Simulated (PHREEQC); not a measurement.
Solution (20 °C): 0.03 mol/kgw H2SO4, 0.22 mol/kgw NaCl and 0.00012 mol/kgw MgCl2. Closed to the air; pH follows from the charge balance.

The numbers come from PHREEQC with the ion-association model, wateq4f.dat.

```csv
quantity,before,after
pH,1.44,1.44
ionic strength (mol/kgw),0.275,0.350
HSO4- (mol/kgw),0.0143,0.0134
SO4-2 (mol/kgw),0.0123,0.0122
NaSO4- (mol/kgw),0.00340,0.00310
SI of Mirabilite (Na2SO4:10H2O),-2.78,-2.84
SI of Halite (NaCl),-3.19,-3.21
```

Question: Which change was made?
A) 0.075 mol/kgw KBr added
B) diluted 5-fold with water
C) diluted 2-fold with water
D) H2SO4 replaced by K2SO4 at the same molality
E) MgCl2 left out

Answer: A, 0.075 mol/kgw KBr added

No solid was allowed to form.
